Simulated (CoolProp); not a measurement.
A closed Brayton cycle with carbon dioxide: compressor inlet 333.15 K and 8 MPa, high pressure 21.5 MPa, turbine inlet 740 K, compressor efficiency 0.8, turbine efficiency 0.9, recuperator effectiveness 0.8 (on enthalpy, no pinch check). Each further row changes one setting.

Values from CoolProp's reference Helmholtz-energy equation of state, Span 1996.

```tsv
case	thermal efficiency (%)	net work (kJ/kg)	compressor to turbine work	compressor exit (K)	turbine exit (K)
as stated	?	53.7	0.53	424.2	629.4
turbine inlet 690 K	?	44.5	0.58	424.2	583.5
compressor inlet 343.15 K	22.3	?	0.58	438.7	629.4
high pressure 18.3 MPa	22.9	?	0.51	408.7	?
recuperator effectiveness 0.5	18.2	53.7	0.53	424.2	629.4
```

Task: Complete the blanks.

Result: 
- as stated, thermal efficiency (%): 23.8
- turbine inlet 690 K, thermal efficiency (%): 21.6
- compressor inlet 343.15 K, net work (kJ/kg): 48.1
- high pressure 18.3 MPa, net work (kJ/kg): 48.0
- high pressure 18.3 MPa, turbine exit (K): 647.0
